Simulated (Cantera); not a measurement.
## Silicon nitride deposition: SiF4 + N2

Feed: 1 mol SiF4, 63 mol N2, equilibrated at 1375 K and 15.0 Pa.

Equilibrium computed with Cantera from the NASA thermochemical tables; the gas is ideal and each condensed phase is pure. Candidate condensed phases: Si, Si3N4; 16 gas species. Rates play no part.

* **x(N2)**: 0.984
* **x(SiF4)**: 0.0156
* **gas amount**: 64.00 mol
* **log10 activity of Si(s) (absent)**: -18.06
